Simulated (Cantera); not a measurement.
Charge: 1 mol NaI, 0.17 mol H2, equilibrated at 2073.15 K and 1.30e-5 bar.

Method: chemical equilibrium by Gibbs-energy minimisation in Cantera with the NASA 1993 tables (ideal gas, pure condensed phases). Rates play no part.

```json
[
 {"species": "NaI", "before": "0.00219", "after": "0.760"},
 {"species": "H2", "before": "0.0212", "after": "0.138"},
 {"species": "Na", "before": "0.435", "after": "0.0513"},
 {"species": "I", "before": "0.435", "after": "0.0508"},
 {"species": "H", "before": "0.106", "after": "0.000163"},
 {"species": "HI", "before": "0.000114", "after": "0.000558"}
]
```
Gas species are given as mole fractions.

Task: Which change was made?
A. temperature from 2073.15 K to 1623 K
B. H2 from 0.17 to 0.33 mol
C. temperature from 2073.15 K to 1323 K
D. temperature from 2073.15 K to 1723.15 K

Result: C, temperature from 2073.15 K to 1323 K
